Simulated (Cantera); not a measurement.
A perfectly stirred reactor is fed with 40.0 % CH4, 60.0 % H2, at 1.01 bar; it is held at 1925 K, and followed from long to short residence time.

Computed with Cantera and GRI-Mech 3.0 (53 species, 325 reactions). GRI-Mech 3.0 stops at C3 and has no aromatics, soot or wall deposition, so with more carbon than oxygen in the feed, carbon stays in small species such as C2H2 where larger ones or solid carbon would form.

x: mole fraction; the columns are a selection and need not sum to one.

```csv
τ (s),x CH4,x H2,x C2H4,x C2H2,x CH3
0.53,0.0124,0.848,0.00123,0.137,0.000255
0.24,0.0167,0.845,0.00123,0.136,0.000340
0.11,0.0234,0.841,0.00123,0.133,0.000473
0.049,0.0341,0.834,0.00125,0.129,0.000680
0.022,0.0500,0.824,0.00132,0.123,0.000981
0.010,0.0727,0.809,___,0.115,0.00140
0.0046,0.104,0.788,___,0.103,0.00195
0.0021,0.146,0.761,___,0.0871,0.00267
0.00095,0.198,0.727,___,0.0669,0.00352
```

Problem. Some entries are withheld; supply them.

Solution. 
- 0.010, x C2H4: 0.00151
- 0.0046, x C2H4: 0.00191
- 0.0021, x C2H4: 0.00270
- 0.00095, x C2H4: 0.00400
